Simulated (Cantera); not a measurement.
Input: 1 mol CHF₃, 2.9 mol H₂, held at 7.50 Torr.

Cantera equilibrium calculation (NASA polynomials, part measured and part estimated; ideal gas, pure solids and liquids). Candidate condensed phases: C, C₆H₆, C₇H₈, C₈H₁₈; 95 gas species. Rates play no part.

x: gas mole fraction; n: condensed amount in mol.

```csv
T (°C),x HF,x H₂,x H,x C₂H₂ (acetylene),x F,n C(graphite)
1502,0.612,0.386,0.00180,5.50e-5,4.18e-7,0.999
1577,0.611,0.385,0.00334,0.000101,1.13e-6,0.999
1652,0.610,0.383,0.00592,0.000176,2.82e-6,0.998
1727,0.609,0.381,0.0100,0.000292,6.60e-6,0.997
1802,0.607,0.376,[?],[?],[?],0.995
1877,0.604,0.369,0.0256,0.000715,3.04e-5,0.993
1952,0.600,0.360,[?],[?],[?],0.989
2027,0.595,0.347,0.0570,0.00150,0.000116,0.985
```

Task: Complete the blanks.

Result: 
- 1802, x H: 0.0163
- 1802, x C₂H₂ (acetylene): 0.000466
- 1802, x F: 1.45e-5
- 1952, x H: 0.0389
- 1952, x C₂H₂ (acetylene): 0.00106
- 1952, x F: 6.06e-5
